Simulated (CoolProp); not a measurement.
Vapour pressure (bar) of propyne: the reference equation beside estimates from Tc = 402.7 K, pc = 56.58 bar, ω = 0.204. Clausius-Clapeyron is anchored at 297.9 K with a constant enthalpy of vaporisation of 18.67 kJ/mol.

Computed with CoolProp (reference Helmholtz-energy equation of state, Polt 1992). This equation is an older, rougher fit; its heat capacities, sound speeds and derivatives of the liquid may be far off and weren't checked against measurements.

```json
[
 {"T (K)": "288.9", "reference": "4.422", "Clausius-Clapeyron": "4.572", "van der Waals": "12.84", "Redlich-Kwong": "6.066", "Soave-Redlich-Kwong": "4.441", "Peng-Robinson": "4.416"},
 {"T (K)": "297.9", "reference": "5.783", "Clausius-Clapeyron": "5.783", "van der Waals": "14.95", "Redlich-Kwong": "7.754", "Soave-Redlich-Kwong": "5.850", "Peng-Robinson": "5.803"},
 {"T (K)": "306.9", "reference": "7.445", "Clausius-Clapeyron": "7.213", "van der Waals": "17.26", "Redlich-Kwong": "9.750", "Soave-Redlich-Kwong": "7.573", "Peng-Robinson": "7.497"},
 {"T (K)": "315.9", "reference": "9.453", "Clausius-Clapeyron": "8.885", "van der Waals": "19.79", "Redlich-Kwong": "12.08", "Soave-Redlich-Kwong": "9.649", "Peng-Robinson": "9.540"},
 {"T (K)": "324.9", "reference": "11.85", "Clausius-Clapeyron": "10.82", "van der Waals": "22.55", "Redlich-Kwong": "14.77", "Soave-Redlich-Kwong": "12.12", "Peng-Robinson": "11.97"},
 {"T (K)": "333.9", "reference": "14.68", "Clausius-Clapeyron": "13.03", "van der Waals": "25.54", "Redlich-Kwong": "17.85", "Soave-Redlich-Kwong": "15.03", "Peng-Robinson": "14.84"},
 {"T (K)": "342.9", "reference": "18.00", "Clausius-Clapeyron": "15.55", "van der Waals": "28.77", "Redlich-Kwong": "21.34", "Soave-Redlich-Kwong": "18.42", "Peng-Robinson": "18.20"},
 {"T (K)": "351.9", "reference": "21.86", "Clausius-Clapeyron": "18.38", "van der Waals": "32.23", "Redlich-Kwong": "25.26", "Soave-Redlich-Kwong": "22.34", "Peng-Robinson": "22.08"}
]
```

Absolute difference from the reference over all 8 rows, mean and median: Clausius-Clapeyron 7.7 and 7.4 %, van der Waals 107.7 and 99.8 %, Redlich-Kwong 26.3 and 26.2 %, Soave-Redlich-Kwong 1.8 and 2.1 %, Peng-Robinson 0.8 and 1.0 %.
